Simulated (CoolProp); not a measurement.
Dodecamethylpentasiloxane (MD3M) along the isotherm 346.85 °C: fugacity coefficient from the reference equation and from simpler models built on Tc = 354.9 °C, pc = 0.9540 MPa, ω = 0.730; each cubic takes its own stable root.

Computed with CoolProp (reference Helmholtz-energy equation of state, Thol 2019).

```csv
p (MPa),phase,reference
0.00151,gas,0.9994
0.00228,gas,0.9991
0.00343,gas,0.9986
0.00518,gas,0.9979
0.00781,gas,0.9968
0.0118,gas,0.9952
0.0178,gas,0.9928
0.0268,gas,0.9892
0.0405,gas,0.9836
0.061,gas,0.9754
0.0921,gas,0.9630
0.139,gas,0.9443
0.21,gas,0.9162
0.316,gas,0.8748
0.477,gas,0.8125
```

**Question.** How far does each simpler model (Redlich-Kwong, Soave-Redlich-Kwong, Peng-Robinson) lie from the reference over these 15 states: mean and median of the absolute difference, and the worst?

**Answer.** 
- Redlich-Kwong: mean 0.4 %, median 0.1 %, worst +1.9 % at 346.85 °C and 0.477 MPa
- Soave-Redlich-Kwong: mean 0.3 %, median 0.1 %, worst +1.5 % at 346.85 °C and 0.477 MPa
- Peng-Robinson: mean 0.1 %, median 0.0 %, worst -0.4 % at 346.85 °C and 0.477 MPa
